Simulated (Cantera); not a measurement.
An isothermal, constant-pressure homogeneous reactor starts with 78.1 % NO, 21.9 % N2, at 1548 K and 0.320 bar.

Detailed kinetics in Cantera: GRI-Mech 3.0 (53 species, 325 reactions).

**Question.** Predict: x(NO) at 80.0 s; x(O2) at 80.0 s; x(O) at 80.0 s; x(N2O) at 80.0 s; x(N2) at 80.0 s.

**Answer.** 
```json
{
  "x(NO) at 80.0 s": "0.462 (gas-phase equilibrium 0.00185)",
  "x(O2) at 80.0 s": "0.159 (gas-phase equilibrium 0.390)",
  "x(O) at 80.0 s": "5.51e-6 (gas-phase equilibrium 8.47e-6)",
  "x(N2O) at 80.0 s": "6.94e-5 (gas-phase equilibrium 5.56e-8)",
  "x(N2) at 80.0 s": "0.378 (gas-phase equilibrium 0.608)"
}
```
